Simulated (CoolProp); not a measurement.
Properties of diethyl ether along the isotherm 223.35 °C.

The numbers come from the reference Helmholtz-energy equation of state, Thol 2014 in CoolProp.

```json
[
 {"p (bar)": "13.3", "phase": "gas", "cp (kJ/(kg K))": "2.355", "isothermal compressibility (1/MPa)": "0.8506", "expansivity (1/kK)": "2.988"},
 {"p (bar)": "26.6", "phase": "gas", "cp (kJ/(kg K))": "2.605", "isothermal compressibility (1/MPa)": "0.5204", "expansivity (1/kK)": "5.059"},
 {"p (bar)": "39.8", "phase": "supercritical", "cp (kJ/(kg K))": "3.305", "isothermal compressibility (1/MPa)": "0.4963", "expansivity (1/kK)": "11.00"},
 {"p (bar)": "53.1", "phase": "supercritical", "cp (kJ/(kg K))": "5.688", "isothermal compressibility (1/MPa)": "0.5342", "expansivity (1/kK)": "29.75"},
 {"p (bar)": "66.4", "phase": "supercritical", "cp (kJ/(kg K))": "4.079", "isothermal compressibility (1/MPa)": "0.1247", "expansivity (1/kK)": "12.60"},
 {"p (bar)": "79.7", "phase": "supercritical", "cp (kJ/(kg K))": "3.505", "isothermal compressibility (1/MPa)": "0.05677", "expansivity (1/kK)": "7.491"},
 {"p (bar)": "92.9", "phase": "supercritical", "cp (kJ/(kg K))": "3.277", "isothermal compressibility (1/MPa)": "0.03594", "expansivity (1/kK)": "5.600"},
 {"p (bar)": "106", "phase": "supercritical", "cp (kJ/(kg K))": "3.152", "isothermal compressibility (1/MPa)": "0.02621", "expansivity (1/kK)": "4.610"},
 {"p (bar)": "119", "phase": "supercritical", "cp (kJ/(kg K))": "3.071", "isothermal compressibility (1/MPa)": "0.02064", "expansivity (1/kK)": "3.992"},
 {"p (bar)": "133", "phase": "supercritical", "cp (kJ/(kg K))": "3.010", "isothermal compressibility (1/MPa)": "0.01680", "expansivity (1/kK)": "3.536"},
 {"p (bar)": "146", "phase": "supercritical", "cp (kJ/(kg K))": "2.967", "isothermal compressibility (1/MPa)": "0.01433", "expansivity (1/kK)": "3.224"},
 {"p (bar)": "159", "phase": "supercritical", "cp (kJ/(kg K))": "2.934", "isothermal compressibility (1/MPa)": "0.01250", "expansivity (1/kK)": "2.982"},
 {"p (bar)": "173", "phase": "supercritical", "cp (kJ/(kg K))": "2.904", "isothermal compressibility (1/MPa)": "0.01099", "expansivity (1/kK)": "2.773"},
 {"p (bar)": "186", "phase": "supercritical", "cp (kJ/(kg K))": "2.881", "isothermal compressibility (1/MPa)": "0.009893", "expansivity (1/kK)": "2.614"}
]
```

The peak of cp marks the crossing from liquid-like to gas-like fluid above the critical point.
